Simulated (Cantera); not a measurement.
## Silicon oxide and oxynitride deposition: HMDSO + O2 + N2 + O3

Charge: 1 mol HMDSO, 0.36 mol O2, 6.8 mol N2, 0.47 mol O3, equilibrated at 852 °C and 23.0 Pa.

Method: chemical equilibrium by Gibbs-energy minimisation in Cantera with the NASA 1993 tables (ideal gas, pure condensed phases). Candidate condensed phases: C, C6H6, C7H8, C8H18, H2O, Si, SiC, SiO2, Si2N2O, Si3N4; 151 gas species. The feed counts by its element totals alone. N2 is the only nitrogen source here; it is nearly inert below about 1500 K, so the nitride shown seldom forms there in practice. Equilibrium is a limit: real reactors are often held back by kinetics, nucleation or transport.

```
Property                              Value
--------------------------------  ---------
x(H2)                                 0.532
x(N2)                                 0.343
x(CO)                                 0.126
x(HCN)                              1.31e-5
x(H)                                2.14e-6
x(CH4)                              1.88e-6
n(C(graphite))                     3.87 mol
n(Si2N2O(s))                      1.000 mol
gas amount                        16.93 mol
log10 activity of Si(s) (absent)      -5.36
```
